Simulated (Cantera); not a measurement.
Charge: 1 mol C3H8, 55 mol H2, equilibrated at 1900000 Pa.

These are equilibrium values from Cantera (NASA tables, ideal gas, pure condensed phases), not measurements of a reactor. Candidate condensed phases: C, C6H6, C7H8, C8H18; 76 gas species. Kinetics and transport are ignored.

x: gas mole fraction; n: condensed amount in mol.

```tsv
T (K)	x H2	x CH4	x C2H2 (acetylene)	x H	x C2H4	x CH3	x C2H6	n C(graphite)
798	0.946	0.0536	<1e-12	<1e-12	1.56e-11	<1e-12	5.91e-8	0
948	0.946	0.0536	<1e-12	1.17e-10	2.63e-9	1.10e-10	3.31e-7	0
1098	0.946	0.0536	…	…	…	…	…	0
1248	0.946	0.0536	…	…	…	…	…	0
1398	0.946	0.0535	1.20e-6	1.06e-6	1.84e-5	1.20e-6	6.67e-6	0
1548	0.964	0.0362	1.51e-5	6.93e-6	4.95e-5	5.29e-6	5.55e-6	0.930
1698	0.980	0.0201	7.06e-5	3.28e-5	6.51e-5	1.37e-5	2.79e-6	1.82
1848	0.987	0.0122	0.000254	0.000121	8.07e-5	3.01e-5	1.55e-6	2.25
1998	0.991	0.00796	0.000751	0.000366	9.63e-5	5.83e-5	9.30e-7	2.43
2148	0.991	0.00551	0.00190	0.000952	0.000112	0.000102	5.99e-7	2.43
```

Task: Fill in the missing entries.

Result: 
- 1248, x C2H2 (acetylene): 1.84e-8
- 1248, x H: 1.04e-7
- 1248, x C2H4: 1.95e-6
- 1248, x CH3: 1.14e-7
- 1248, x C2H6: 3.11e-6
- 1098, x C2H2 (acetylene): 8.94e-11
- 1098, x H: 5.52e-9
- 1098, x C2H4: 1.12e-7
- 1098, x CH3: 5.71e-9
- 1098, x C2H6: 1.18e-6
